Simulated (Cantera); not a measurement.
**Thermodynamics of sublimation and decomposition of ceramics, feed Al₂O₃ + H₂**

Feed: 1 mol Al₂O₃, 0.2 mol H₂, at 3.30 Pa.

Equilibrium computed with Cantera from the NASA thermochemical tables; the gas is ideal and each condensed phase is pure. Candidate condensed phases: Al, Al₂O₃, H₂O; 19 gas species. The tables' values for AlOH are old estimates; treat these amounts as uncertain. Equilibrium is a limit: real reactors are often held back by kinetics, nucleation or transport.

From 1550 °C to 1950 °C the condensed part is Al₂O₃(s). At 2150 °C the condensed part is Al₂O₃(l). From 2350 °C to 2750 °C nothing is condensed. The main Al-bearing gas is Al throughout.

| T (°C) | x H₂ | x H | x O | x Al | x AlO | x H₂O | x OH | x O₂ | n Al₂O₃(s) | n Al₂O₃(l) |
|---|---|---|---|---|---|---|---|---|---|---|
| 1550 | 0.926 | 0.0726 | 2.69e-7 | 0.000511 | 2.19e-6 | 0.000820 | 4.47e-6 | 1.05e-10 | 1.000 | 0 |
| 1750 | 0.712 | 0.279 | 6.00e-5 | 0.00326 | 0.000106 | 0.00516 | 0.000211 | 1.87e-7 | 1.000 | 0 |
| 1950 | 0.324 | 0.635 | 0.00538 | 0.0133 | 0.00244 | 0.0140 | 0.00396 | 9.77e-5 | 0.997 | 0 |
| 2150 | 0.0458 | 0.661 | 0.134 | 0.0843 | 0.0385 | 0.00511 | 0.0139 | 0.00618 | 0 | 0.963 |
| 2350 | 0.000121 | 0.0807 | 0.504 | 0.315 | 0.0770 | 7.43e-6 | 0.00117 | 0.0126 | 0 | 0 |
| 2550 | 2.38e-5 | 0.0754 | 0.544 | 0.360 | 0.0178 | 3.03e-7 | 0.000274 | 0.00276 | 0 | 0 |
| 2750 | 6.36e-6 | 0.0744 | 0.553 | 0.368 | 0.00437 | 1.96e-8 | 7.74e-5 | 0.000672 | 0 | 0 |
x: gas mole fraction; n: condensed amount in mol.
